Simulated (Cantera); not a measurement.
Charge: 1 mol B2O3, 2.3 mol NH3, 2.6 mol H2, equilibrated at 1000 Pa.

Cantera equilibrium calculation (NASA polynomials, part measured and part estimated; ideal gas, pure solids and liquids). Candidate condensed phases: B, BN, B2O3, B3O3H3, H2O; 39 gas species. Mutual solubility and eutectic melting of coexisting phases are not modelled. The numbers say what is thermodynamically allowed, not how fast it happens.

Q: What share of the B ends up in condensed phases as a function of T (°C), at 1027, 1077, 1127, 1177, 1227, 1277, 1327, 1377, 1427, 1477?

A: 
```
T (°C)  B condensed (%)               as
------  ---------------  ---------------
1027               99.6  BN(s) + B2O3(l)
1077               99.3  BN(s) + B2O3(l)
1127               98.6  BN(s) + B2O3(l)
1177               97.2  BN(s) + B2O3(l)
1227               94.5  BN(s) + B2O3(l)
1277               88.6  BN(s) + B2O3(l)
1327               76.3          B2O3(l)
1377               51.0          B2O3(l)
1427                0.0                -
1477                0.0                -
```
